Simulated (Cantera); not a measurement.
A freely propagating, adiabatic, planar premixed flame of H2 : O2 : N2 : H2O = 1 : 0.893 : 3.36 : 0.017 (molar parts), equivalence ratio 0.56, unburnt at 523 K and 6.02 atm; mixture-averaged transport, grid criteria slope 0.08 and curve 0.16, no radiation.

Model: the H2/O2 subset of GRI-Mech 3.0, which has no nitrogen chemistry, integrated in Cantera. The hydrogen kinetics of GRI-Mech 3.0 are dated; newer H2 mechanisms differ, most at raised pressure. Burning velocities carry a grid error of a few per cent, more on coarse grids. Lean hydrogen flames are cellular in practice and burn faster than this planar one.

Predict: laminar burning velocity; thermal thickness; peak x(H); peak x(H2O2); peak x(OH); peak x(O).


```
Quantity                     Result
------------------------  ---------
laminar burning velocity   102 cm/s
thermal thickness         0.0644 mm
peak x(H)                   0.00193
peak x(H2O2)               0.000219
peak x(OH)                  0.00504
peak x(O)                   0.00230
```
